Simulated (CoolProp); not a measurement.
Values from CoolProp's reference Helmholtz-energy equation of state, Thol 2017.

Q: For octamethyltrisiloxane (MDM), give the phase and the Z, cp (kJ/(kg K)), isothermal compressibility (1/MPa), expansivity (1/kK) at 92.55 °C and 0.0719 MPa; 92.55 °C and 0.227 MPa.

A: 
- 92.55 °C and 0.0719 MPa: liquid; Z 0.00751, cp 1.95, isothermal compressibility 0.00334, expansivity 1.46
- 92.55 °C and 0.227 MPa: liquid; Z 0.0237, cp 1.95, isothermal compressibility 0.00332, expansivity 1.46
